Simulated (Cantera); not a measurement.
A perfectly stirred reactor is fed with CH4 : CO2 : H2 = 1 : 4.1 : 0.091 (molar parts), at 390000 Pa; it is held at 1875 K, and followed from long to short residence time.

Cantera simulation using GRI-Mech 3.0 (53 species, 325 reactions); the numbers are that mechanism's predictions, not measurements.

Question: What does this change do: temperature 1875 to 1998 K?

Answer: 
```tsv
quantity	before	after
x(CH4) at τ = 1.90 s	0.000586	8.72e-5
x(CO2) at τ = 1.90 s	0.237	0.231
x(H2) at τ = 1.90 s	0.0947	0.0905
x(O) at τ = 1.90 s	1.19e-8	9.44e-8
x(H) at τ = 1.90 s	9.67e-5	0.000231
x(CH4) at τ = 87.0 ms	0.00621	0.00167
x(CO2) at τ = 87.0 ms	0.263	0.236
x(H2) at τ = 87.0 ms	0.0841	0.0885
x(O) at τ = 87.0 ms	9.44e-9	8.57e-8
x(H) at τ = 87.0 ms	9.05e-5	0.000220
```
